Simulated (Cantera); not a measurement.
What does this Cantera script print?

```python
import numpy as np
import cantera as ct

gas_names = """
    H H2 N NH NH2 NH3 N2 N2H2 N2H4 Si SiH SiH2 SiH3 SiH4 SiN Si2 Si2N Si3
""".split()
cond_names = """
    Si(cr) Si(L) Si3N4(a)
""".split()


# ... load() reads the species with a 1 bar reference pressure and builds the phases ...
atoms = {
    'SiH4': {'Si': 1, 'H': 4},
    'N2': {'N': 2},
    'H2': {'H': 2},
}
top_T = {'Si3N4(a)': 2400}  # K; cautious upper limits of use, not melting points


# ... equilibrate(T, P, feed) seeds the gas with the atoms and calls Mixture.equilibrate('TP', solver="vcs", rtol=1e-11, max_steps=5000) ...
results = []
feed = {'SiH4': 1, 'N2': 0.31, 'H2': 1.8}  # mol
P = 133.322  # Pa
for T in [1575, 1600, 1625, 1650, 1675, 1700, 1725, 1750, 1775, 1800, 1825, 1850, 1875]:
    mix = equilibrate(T, P, feed)
    results.append((T, P, feed, dict(zip(mix.species_names, mix.species_moles))))

top = {s: max(r[3][s] / sum(r[3][g] for g in gas_names) for r in results) for s in gas_names}
cols = sorted((s for s in top if top[s] > 0.001), key=lambda s: -top[s])[:7]
seen = [c for c in cond_names if any(r[3].get(c, 0) > 1e-12 for r in results)]
print("log10 of partial pressures in bar; condensed amounts in mol")
print(f"{'T/K':>10s}" + "".join(f"{s[:9]:>10s}" for s in cols + seen))
for T, P, feed, n in results:
    ng = sum(n[g] for g in gas_names)
    print(f"{T:10.4g}" + "".join(f"{np.log10(max(n[s] / ng * P / 1e5, 1e-99)):10.3f}" for s in cols)
          + "".join(f"{n.get(c, 0):10.4g}" for c in seen))
```

It prints:

```
log10 of partial pressures in bar; condensed amounts in mol
       T/K        H2        N2         H        Si    Si(cr)     Si(L)
      1575    -2.910    -3.998    -5.836    -7.241    0.9998         0
      1600    -2.910    -3.998    -5.720    -7.011    0.9996         0
      1625    -2.910    -3.998    -5.607    -6.788    0.9994         0
      1650    -2.910    -3.998    -5.497    -6.572    0.9991         0
      1675    -2.911    -3.998    -5.390    -6.363    0.9985         0
      1700    -2.911    -3.999    -5.287    -6.168         0    0.9977
      1725    -2.912    -3.999    -5.187    -5.993         0    0.9965
      1750    -2.912    -3.999    -5.090    -5.824         0    0.9949
      1775    -2.913    -4.000    -4.995    -5.659         0    0.9926
      1800    -2.915    -4.001    -4.903    -5.498         0    0.9893
      1825    -2.916    -4.002    -4.814    -5.342         0    0.9847
      1850    -2.918    -4.003    -4.728    -5.191         0    0.9783
      1875    -2.920    -4.005    -4.643    -5.043         0    0.9696
```

Equilibrium computed with Cantera from the NASA thermochemical tables; the gas is ideal and each condensed phase is pure. The tables' values for SiN are old estimates; treat these amounts as uncertain. Gases not in the tables: Si2H6 and higher silanes.
